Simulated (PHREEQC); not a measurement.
Dissolve 0.045 mol/kgw HCl, 0.021 mol/kgw NaCl and 0.0001 mol/kgw MgCl2 at 20 °C. Closed to the air; pH follows from the charge balance.

The numbers come from PHREEQC with the Pitzer model, pitzer.dat.

pH: 1.43
ionic strength: 0.0663 mol/kgw
specific conductance: 16600 µS/cm
density: 1.000 g/cm³
osmotic coefficient: 0.945
total alkalinity: -45.0 meq/kg

| species | molality | activity | log γ |
|---|---|---|---|
| Cl- | 0.0662 | 0.0528 | -0.098 |
| H+ | 0.0450 | 0.0376 | -0.078 |
| Na+ | 0.0210 | 0.0173 | -0.084 |
| Mg+2 | 0.000100 | 4.39e-5 | -0.357 |

No solid was allowed to form. Species that the database lacks are ignored.
